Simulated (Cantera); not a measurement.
Charge: 1 mol BCl3, 2.6 mol N2, equilibrated at 923 K and 13.3 mbar.

These are equilibrium values from Cantera (NASA tables, ideal gas, pure condensed phases), not measurements of a reactor. Candidate condensed phases: B, BN; 10 gas species. Equilibrium is a limit: real reactors are often held back by kinetics, nucleation or transport.

Base state: N2 0.722, BCl3 0.278 (mole fractions); condensed: gas only.

**Question.** What changes in the equilibrium state with this change: BCl3 replaced by borazine?

**Answer.** 
```json
[
 {"species": "H2", "before": "0", "after": "0.536"},
 {"species": "N2", "before": "0.722", "after": "0.464"},
 {"species": "BCl3", "before": "0.278", "after": "0"},
 {"species": "BN(s), mol", "before": "0", "after": "3.00"}
]
```
The feed counts by its element totals alone.
